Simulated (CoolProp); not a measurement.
Vapour-liquid equilibrium of benzene (1) + n-nonane (2) at 0.49 bar; x and y are mole fractions of (1).

Values from CoolProp's multi-fluid Helmholtz-energy mixture model, Thol 2012 and Lemmon 2006; pair parameters Bell 2016.

```csv
x,bubble temperature (K),y at the bubble point,dew temperature at overall composition x (K),liquid density (mol/L)
0.05,385.1,0.373,396.9,5.146
0.125,371.2,0.639,394.5,5.455
0.2,362.1,0.762,391.9,5.754
0.275,355.8,0.827,389.1,6.057
0.35,351.2,0.868,386.1,6.374
0.425,347.6,0.895,382.8,?
0.5,344.7,?,379.2,7.075
0.575,342.3,0.931,375.1,7.472
0.65,340.1,0.945,370.5,?
0.725,338.1,0.958,365.1,8.392
0.8,336.2,0.970,358.5,8.931
0.875,334.4,0.981,350.2,?
0.95,332.6,0.992,339.4,10.22
```

Task: What belongs in the gaps?

Result: 
- 0.425, liquid density (mol/L): 6.711
- 0.5, y at the bubble point: 0.915
- 0.65, liquid density (mol/L): 7.909
- 0.875, liquid density (mol/L): 9.535

No azeotrope shows between x = 0.05 and 0.95.

Pair parameters are fitted to limited data, so mixtures are less certain than the pure fluids.
